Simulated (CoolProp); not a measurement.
Saturation properties of cyclopropane (Tc = 398.7 K, pc = 5.605 MPa, ω = 0.131).

Computed with CoolProp (reference Helmholtz-energy equation of state, Polt 1992). This equation is an older, rougher fit; its heat capacities, sound speeds and derivatives of the liquid may be far off and weren't checked against measurements.

```
T (K)  p (MPa)  liquid density (kg/m³)  vapour density (kg/m³)  surface tension (mN/m)
-----  -------  ----------------------  ----------------------  ----------------------
309     0.9606                   601.8                   18.67                    9.55
318.2    1.201                   586.3                   23.37                    8.28
327.4    1.483                   569.9                   29.02                    7.05
336.6    1.811                   552.5                   35.83                    5.88
345.8    2.188                   533.7                   44.10                    4.75
355      2.620                   513.1                   54.23                    3.69
364.2    3.112                   490.0                   66.90                    2.70
373.3    3.662                   463.5                   83.10                    1.79
382.5    4.289                   430.2                   105.7                   0.981
```

Surface tension comes from a separate correlation (Mulero 2014).
